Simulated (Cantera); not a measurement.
Cantera run:

```python
import numpy as np
import cantera as ct

gas_names = """
    CL CLO CL2 H HCL HOCL HO2 H2 H2O H2O2 O OH O2 O3 Ti TiCL TiCL2 TiCL3 TiCL4 TiO TiOCL TiOCL2 TiO2
""".split()
cond_names = """
    H2O(s) H2O(L) Ti(a) Ti(b) Ti(L) TiCL2(s) TiCL3(s) TiCL4(L) TiO(a) TiO(b) TiO(L) TiO2(ru) TiO2(L)
    Ti2O3(a) Ti2O3(b) Ti2O3(L) Ti3O5(a) Ti3O5(b) Ti3O5(L) Ti4O7(s) Ti4O7(L)
""".split()


def load(file, names, dense=False):
    # The tables refer to 1 bar. Condensed volumes are neglected.
    table = {s.name: s for s in ct.Species.list_from_file(file)}
    out = []
    for n in names:
        d = dict(table[n].input_data)
        d["thermo"] = dict(d["thermo"], **{"reference-pressure": 1e5})
        if dense:
            d["equation-of-state"] = {"model": "constant-volume", "density": "1e6 g/cm^3"}
        out.append(ct.Species.from_dict(d))
    return out


gas = ct.Solution(thermo="ideal-gas", species=load("nasa_gas.yaml", gas_names))
cond = {s.name: ct.Solution(thermo="fixed-stoichiometry", species=[s], name=s.name)
        for s in load("nasa_condensed.yaml", cond_names, dense=True)}
atoms = {
    'TiCl4': {'Ti': 1, 'CL': 4},
    'O2': {'O': 2},
    'H2': {'H': 2},
}
top_T = {'TiCL2(s)': 1300, 'TiCL3(s)': 1000}  # K; cautious upper limits of use, not melting points


def equilibrate(T, P, feed):
    n = {}
    for name, mol in feed.items():
        for a, k in atoms[name].items():
            n[a] = n.get(a, 0.0) + k * mol
    gas.TPX = T, P, n
    mass = sum(n.values()) * gas.mean_molecular_weight
    gas.equilibrate("TP")
    valid = [c for c in cond.values() if c.min_temp <= T <= top_T.get(c.name, c.max_temp)]
    mix = ct.Mixture([(gas, mass / gas.mean_molecular_weight)] + [(c, 0.0) for c in valid])
    mix.T, mix.P = T, P
    mix.equilibrate("TP", solver="vcs", rtol=1e-11, max_steps=5000)
    return mix


results = []
T = 1175  # K
P = 91  # Pa
for m in [0.062, 0.11, 0.19, 0.32, 0.56, 0.98, 1.7, 3, 5.1]:
    feed = {'TiCl4': 1, 'O2': m, 'H2': 23}  # mol
    mix = equilibrate(T, P, feed)
    results.append((T, P, feed, dict(zip(mix.species_names, mix.species_moles))))
    x = sorted(zip(gas.X, gas.species_names), reverse=True)
    print(f"T = {T:g} K  P = {P:g} Pa  n(O2) = {m:g} mol  gas = {mix.phase_moles(0):.4g} mol")
    print("   x: " + "  ".join(f"{s} {v:.3e}" for v, s in x if v > 1e-05))
    print("   condensed (mol): " + ("  ".join(f"{mix.phase(i).name} {mix.phase_moles(i):.4g}"
          for i in range(1, mix.n_phases) if mix.phase_moles(i) > 1e-12) or "none"))
```

It prints:

```
T = 1175 K  P = 91 Pa  n(O2) = 0.062 mol  gas = 24.53 mol
   x: H2 9.110e-01  HCL 5.327e-02  TiCL3 3.278e-02  TiCL4 2.797e-03  TiCL2 1.339e-04
   condensed (mol): TiO(a) 0.124
T = 1175 K  P = 91 Pa  n(O2) = 0.11 mol  gas = 24.55 mol
   x: H2 9.073e-01  HCL 5.905e-02  TiCL3 3.067e-02  TiCL4 2.907e-03  TiCL2 1.127e-04
   condensed (mol): TiO(a) 0.0785  Ti2O3(b) 0.04716
T = 1175 K  P = 91 Pa  n(O2) = 0.19 mol  gas = 24.59 mol
   x: H2 9.010e-01  HCL 6.864e-02  TiCL3 2.726e-02  TiCL4 3.014e-03  TiCL2 8.591e-05
   condensed (mol): Ti2O3(b) 0.1267
T = 1175 K  P = 91 Pa  n(O2) = 0.32 mol  gas = 24.68 mol
   x: H2 8.873e-01  HCL 8.950e-02  TiCL3 2.024e-02  TiCL4 2.941e-03  TiCL2 4.855e-05
   condensed (mol): Ti2O3(b) 0.2133
T = 1175 K  P = 91 Pa  n(O2) = 0.56 mol  gas = 24.85 mol
   x: H2 8.612e-01  HCL 1.286e-01  TiCL3 8.401e-03  TiCL4 1.780e-03  TiCL2 1.381e-05
   condensed (mol): Ti2O3(b) 0.3733
T = 1175 K  P = 91 Pa  n(O2) = 0.98 mol  gas = 25 mol
   x: H2 8.393e-01  HCL 1.600e-01  H2O 6.708e-04
   condensed (mol): TiO2(ru) 0.7731  Ti4O7(s) 0.05671
T = 1175 K  P = 91 Pa  n(O2) = 1.7 mol  gas = 25 mol
   x: H2 7.840e-01  HCL 1.600e-01  H2O 5.600e-02
   condensed (mol): TiO2(ru) 1
T = 1175 K  P = 91 Pa  n(O2) = 3 mol  gas = 25 mol
   x: H2 6.800e-01  H2O 1.600e-01  HCL 1.600e-01
   condensed (mol): TiO2(ru) 1
T = 1175 K  P = 91 Pa  n(O2) = 5.1 mol  gas = 25 mol
   x: H2 5.120e-01  H2O 3.280e-01  HCL 1.600e-01
   condensed (mol): TiO2(ru) 1
```

Cantera equilibrium calculation (NASA polynomials, part measured and part estimated; ideal gas, pure solids and liquids). Mutual solubility and eutectic melting of coexisting phases are not modelled. The tables' values for TiCl2 are old estimates; treat these amounts as uncertain. TiO: taken at fixed stoichiometry. Condensed phases not in the tables: Magnéli phases beyond Ti4O7, TiOCl.
